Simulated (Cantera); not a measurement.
Cantera run:

```python
import numpy as np
import cantera as ct

gas_names = [...]  # 110 gases of nasa_gas.yaml made of C, F, H
cond_names = """
    C(gr) C6H6(L) C7H8(L) C8H18(L),n-octa
""".split()


# ... load() reads the species with a 1 bar reference pressure and builds the phases ...
atoms = {
    'CF4': {'C': 1, 'F': 4},
    'H2': {'H': 2},
}
top_T = {'C(gr)': 4500}  # K; cautious upper limits of use, not melting points


# ... equilibrate(T, P, feed) seeds the gas with the atoms and calls Mixture.equilibrate('TP', solver="vcs", rtol=1e-11, max_steps=5000) ...
results = []
feed = {'CF4': 1, 'H2': 2.2}  # mol
P = 41  # Pa
for T in [2000, 2500, 3000, 3500, 4000, 4500, 5000]:
    mix = equilibrate(T, P, feed)
    results.append((T, P, feed, dict(zip(mix.species_names, mix.species_moles))))

top = {s: max(r[3][s] / sum(r[3][g] for g in gas_names) for r in results) for s in gas_names}
cols = sorted((s for s in top if top[s] > 1e-06), key=lambda s: -top[s])[:6]
seen = [c for c in cond_names if any(r[3].get(c, 0) > 1e-12 for r in results)]
print("log10 of partial pressures in bar; condensed amounts in mol")
print(f"{'T/K':>10s}" + "".join(f"{s[:9]:>10s}" for s in cols + seen))
for T, P, feed, n in results:
    ng = sum(n[g] for g in gas_names)
    print(f"{T:10.4g}" + "".join(f"{np.log10(max(n[s] / ng * P / 1e5, 1e-99)):10.3f}" for s in cols)
          + "".join(f"{n.get(c, 0):10.4g}" for c in seen))
```

Result:

```
log10 of partial pressures in bar; condensed amounts in mol
       T/K        HF         H         F         C        H2        C3     C(gr)
      2000    -3.412    -5.185    -7.191   -10.517    -4.793   -10.557    0.9997
      2500    -3.452    -4.375    -4.956    -6.779    -5.551    -6.304    0.9752
      3000    -3.954    -3.839    -3.926    -4.789    -6.076    -4.987         0
      3500    -5.164    -3.724    -3.768    -4.374    -6.990    -7.075         0
      4000    -6.266    -3.717    -3.759    -4.361    -7.840    -9.541         0
      4500    -7.137    -3.717    -3.758    -4.361    -8.512   -11.490         0
      5000    -7.837    -3.717    -3.759    -4.365    -9.051   -13.059         0
```

Cantera equilibrium calculation (NASA polynomials, part measured and part estimated; ideal gas, pure solids and liquids).
